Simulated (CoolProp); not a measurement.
The numbers come from the reference Helmholtz-energy equation of state, Thol 2017 in CoolProp.

Task: For decamethyltetrasiloxane (MD2M), give the phase and the cv (kJ/(kg K)), speed of sound (m/s), isothermal compressibility (1/MPa) at 257.35 °C and 0.711 MPa.

Result: 
- 257.35 °C and 0.711 MPa: liquid; cv 1.95, speed of sound 280, isothermal compressibility 0.0255
